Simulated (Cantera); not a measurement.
Feed: 1 mol Si, 1.1 mol O2, 100 mol H2, at 10.0 mbar.

These are equilibrium values from Cantera (NASA tables, ideal gas, pure condensed phases), not measurements of a reactor. Candidate condensed phases: H2O, Si, SiO2; 18 gas species. The tables hold silica as quartz up to 1696 K and as liquid above; real silica turns to tridymite and cristobalite and melts near 1996 K. Rates play no part.

x: gas mole fraction; n: condensed amount in mol.

| T (K) | x H2 | x H2O | x SiO | x H | n SiO2(β-quartz) | n SiO2(condensed) |
|---|---|---|---|---|---|---|
| 925 | 0.998 | 0.00200 | <1e-12 | ___ | 1.00 | 0 |
| 1000 | 0.998 | 0.00200 | <1e-12 | ___ | 1.00 | 0 |
| 1075 | 0.998 | 0.00200 | 2.58e-12 | ___ | 1.00 | 0 |
| 1150 | 0.998 | 0.00200 | 1.42e-10 | ___ | 1.00 | 0 |
| 1225 | 0.998 | 0.00200 | 4.76e-9 | ___ | 1.00 | 0 |
| 1300 | 0.998 | 0.00200 | 1.05e-7 | ___ | 1.000 | 0 |
| 1375 | 0.998 | 0.00200 | 1.64e-6 | ___ | 1.000 | 0 |
| 1450 | 0.998 | 0.00202 | 1.90e-5 | ___ | 0.998 | 0 |
| 1525 | 0.997 | 0.00216 | 0.000161 | ___ | 0.984 | 0 |
| 1600 | 0.996 | 0.00288 | 0.000886 | ___ | 0.911 | 0 |
| 1675 | 0.991 | 0.00506 | 0.00307 | ___ | 0.692 | 0 |
| 1750 | 0.980 | 0.00992 | 0.00794 | ___ | 0 | 0.199 |
| 1825 | 0.974 | 0.0119 | 0.00988 | ___ | 0 | 0 |

Problem. Fill in the missing entries.

Solution. 
- 925, x H: 2.60e-9
- 1000, x H: 2.27e-8
- 1075, x H: 1.47e-7
- 1150, x H: 7.45e-7
- 1225, x H: 3.11e-6
- 1300, x H: 1.11e-5
- 1375, x H: 3.42e-5
- 1450, x H: 9.45e-5
- 1525, x H: 0.000236
- 1600, x H: 0.000543
- 1675, x H: 0.00116
- 1750, x H: 0.00230
- 1825, x H: 0.00435
